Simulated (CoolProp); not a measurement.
A single-stage vapour-compression cycle with the fluid: evaporating at 295.15 K (dew point), condensing at 361.15 K (bubble point), superheat 8 K, subcooling 8 K, compressor efficiency 0.9, no pressure losses. The same conditions are run with several fluids, on thermodynamics alone (safety and materials aside).

The numbers come from the reference Helmholtz-energy equation of state of each fluid (isohexane: Lemmon 2006; hydrogen sulfide: Lemmon 2006; R1336mzz(Z): McLinden 2020; n-hexane: Thol 2019; R1336mzz(E): Akasaka 2023; R22: Kamei 1995) in CoolProp.

**Question.** Rank isohexane, hydrogen sulfide, R1336mzz(Z), n-hexane, R1336mzz(E), R22 by cooling COP, highest first.

**Answer.** n-hexane (3.16), isohexane (3.11), R1336mzz(Z) (2.97), R1336mzz(E) (2.68), hydrogen sulfide (2.59), R22 (2.56)

```json
[
 {"fluid": "isohexane", "pressure ratio": "9.12", "discharge temperature (K)": "361.2", "refrigerating effect (kJ/kg)": "225", "volumetric capacity (kJ/m³)": "195"},
 {"fluid": "hydrogen sulfide", "pressure ratio": "3.91", "discharge temperature (K)": "439.4", "refrigerating effect (kJ/kg)": "287", "volumetric capacity (kJ/m³)": "8600"},
 {"fluid": "R1336mzz(Z)", "pressure ratio": "8.09", "discharge temperature (K)": "361.2", "refrigerating effect (kJ/kg)": "103", "volumetric capacity (kJ/m³)": "452"},
 {"fluid": "n-hexane", "pressure ratio": "10.1", "discharge temperature (K)": "361.2", "refrigerating effect (kJ/kg)": "243", "volumetric capacity (kJ/m³)": "149"},
 {"fluid": "R1336mzz(E)", "pressure ratio": "6.60", "discharge temperature (K)": "361.2", "refrigerating effect (kJ/kg)": "77.8", "volumetric capacity (kJ/m³)": "942"},
 {"fluid": "R22", "pressure ratio": "4.45", "discharge temperature (K)": "397.4", "refrigerating effect (kJ/kg)": "111", "volumetric capacity (kJ/m³)": "4290"}
]
```

The compression ends wet for: isohexane; R1336mzz(Z); n-hexane; R1336mzz(E).
